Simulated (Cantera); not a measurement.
A closed system holds: 1 mol Si₃N₄, 1.3 mol H₂O, 19 mol N₂, at 37.0 Pa.

These are equilibrium values from Cantera (NASA tables, ideal gas, pure condensed phases), not measurements of a reactor. Candidate condensed phases: H₂O, Si, SiO₂, Si₂N₂O, Si₃N₄; 35 gas species. Mutual solubility and eutectic melting of coexisting phases are not modelled. Kinetics and transport are ignored.

Question: What share of the Si ends up in condensed phases as a function of T (K), at 1600, 1650, 1700, 1750, 1800, 1850, 1900, 1950, 2000, 2050, 2100, 2150, 2200?

Answer: 
```csv
T (K),Si condensed (%),as
1600,84.3,Si₂N₂O(s) + Si₃N₄(s)
1650,56.1,Si(s)
1700,55.1,Si(l)
1750,53.3,Si(l)
1800,49.5,Si(l)
1850,41.9,Si(l)
1900,27.4,Si(l)
1950,0.0,-
2000,0.0,-
2050,0.0,-
2100,0.0,-
2150,0.0,-
2200,0.0,-
```
